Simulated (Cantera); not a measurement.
# Ignition delay

Mixture: 5.24 % CH4, 1.26 % C2H6, 19.1 % O2, 71.8 % N2, 2.57 % H2O, at 101000 Pa, adiabatic and at constant pressure. Ignition delay is the time to a rise of 400 K.

Detailed kinetics in Cantera: GRI-Mech 3.0 (53 species, 325 reactions).

```json
[
 {"T0 (K)": "1200", "delay (ms)": "2.64"},
 {"T0 (K)": "1300", "delay (ms)": "0.768"},
 {"T0 (K)": "1400", "delay (ms)": "0.306"},
 {"T0 (K)": "1500", "delay (ms)": "0.142"},
 {"T0 (K)": "1600", "delay (ms)": "0.0722"},
 {"T0 (K)": "1700", "delay (ms)": "0.0401"},
 {"T0 (K)": "1800", "delay (ms)": "0.0243"},
 {"T0 (K)": "1900", "delay (ms)": "0.0160"},
 {"T0 (K)": "2000", "delay (ms)": "0.0113"},
 {"T0 (K)": "2100", "delay (ms)": "0.00844"}
]
```

```yaml
apparent activation energy between 1900 and 2100 K: 110 kJ/mol
```
